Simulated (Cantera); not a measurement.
A perfectly stirred reactor is fed with 0.205 % CH₃OH, 2.24 % O₂, 97.6 % N₂, equivalence ratio 0.14, at 7500 Torr; it is held at 1500 K, and followed from long to short residence time.

Cantera simulation using GRI-Mech 3.0 (53 species, 325 reactions); the numbers are that mechanism's predictions, not measurements. GRI-Mech 3.0 was tuned for natural gas; its chemistry of methanol as a main component is partial and can be far from experiment.

Predict: x(CH₃OH) at τ = 14.0 s; x(O₂) at τ = 14.0 s; x(H₂) at τ = 14.0 s; x(CO) at τ = 14.0 s; x(CH₃OH) at τ = 38.0 ms; x(O₂) at τ = 38.0 ms; x(H₂) at τ = 38.0 ms; x(CO) at τ = 38.0 ms.


- x(CH₃OH) at τ = 14.0 s: 2.12e-8
- x(O₂) at τ = 14.0 s: 0.0193
- x(H₂) at τ = 14.0 s: 3.32e-8
- x(CO) at τ = 14.0 s: 8.29e-7
- x(CH₃OH) at τ = 38.0 ms: 1.82e-6
- x(O₂) at τ = 38.0 ms: 0.0194
- x(H₂) at τ = 38.0 ms: 1.07e-6
- x(CO) at τ = 38.0 ms: 7.77e-5
